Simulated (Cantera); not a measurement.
A closed system holds: 1 mol B, 3.6 mol H2O, equilibrated at 1423 K and 0.0910 bar.

These are equilibrium values from Cantera (NASA tables, ideal gas, pure condensed phases), not measurements of a reactor. Candidate condensed phases: B, B2O3, B3O3H3, H2O; 23 gas species. Gases not in the tables: H3BO3. The numbers say what is thermodynamically allowed, not how fast it happens.

Base state: H2O 0.559, H2 0.411, HBO2 0.0292, (HBO2)3 0.000717, B2O3 4.51e-5, H 1.41e-5 (mole fractions); condensed: B2O3(l).

What changes in the equilibrium state with this change: temperature from 1423 K to 2423.15 K?


```csv
species,before,after
H2O,0.559,0.395
H2,0.411,0.342
HBO2,0.0292,0.193
H,1.41e-5,0.0344
B2O3,4.51e-5,0.0171
O,<1e-9,0.000505
BO,7.12e-9,0.00320
"B2O3(l), mol",0.443,0
```
